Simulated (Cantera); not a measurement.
What does this Cantera script print?

```python
import numpy as np
import cantera as ct

gas_names = """
    Cr CrN H H2 N NH NH2 NH3 N2 N2H2 N2H4
""".split()
cond_names = """
    Cr(cr) Cr(L) CrN(s) Cr2N(s)
""".split()


# ... load() reads the species with a 1 bar reference pressure and builds the phases ...
atoms = {
    'Cr': {'Cr': 1},
    'N2': {'N': 2},
    'H2': {'H': 2},
}
top_T = {'CrN(s)': 1900, 'Cr2N(s)': 1900}  # K; cautious upper limits of use, not melting points


# ... equilibrate(T, P, feed) seeds the gas with the atoms and calls Mixture.equilibrate('TP', solver="vcs", rtol=1e-11, max_steps=5000) ...
results = []
feed = {'Cr': 1, 'N2': 0.6, 'H2': 6.7}  # mol
P = 133.322  # Pa
for T in [898, 1048, 1198, 1348, 1498, 1648, 1798, 1948, 2098]:
    mix = equilibrate(T, P, feed)
    results.append((T, P, feed, dict(zip(mix.species_names, mix.species_moles))))

top = {s: max(r[3][s] / sum(r[3][g] for g in gas_names) for r in results) for s in gas_names}
cols = sorted((s for s in top if top[s] > 0.001), key=lambda s: -top[s])[:6]
seen = [c for c in cond_names if any(r[3].get(c, 0) > 1e-12 for r in results)]
print("log10 of partial pressures in bar; condensed amounts in mol")
print(f"{'T/K':>10s}" + "".join(f"{s[:9]:>10s}" for s in cols + seen))
for T, P, feed, n in results:
    ng = sum(n[g] for g in gas_names)
    print(f"{T:10.4g}" + "".join(f"{np.log10(max(n[s] / ng * P / 1e5, 1e-99)):10.3f}" for s in cols)
          + "".join(f"{n.get(c, 0):10.4g}" for c in seen))
```

Output:

```
log10 of partial pressures in bar; condensed amounts in mol
       T/K        H2        Cr        N2         H    Cr(cr)   Cr2N(s)
       898    -2.897   -16.019    -4.179   -11.409         0       0.5
      1048    -2.897   -12.252    -4.179    -9.561         0       0.5
      1198    -2.912    -9.654    -3.960    -8.177         1         0
      1348    -2.912    -7.767    -3.960    -7.092    0.9999         0
      1498    -2.913    -6.268    -3.961    -6.221     0.997         0
      1648    -2.916    -5.050    -3.964    -5.509    0.9509         0
      1798    -2.947    -4.045    -3.993    -4.927    0.4678         0
      1948    -2.982    -3.800    -4.022    -4.438         0         0
      2098    -3.005    -3.810    -4.032    -4.014         0         0
```

Equilibrium computed with Cantera from the NASA thermochemical tables; the gas is ideal and each condensed phase is pure.
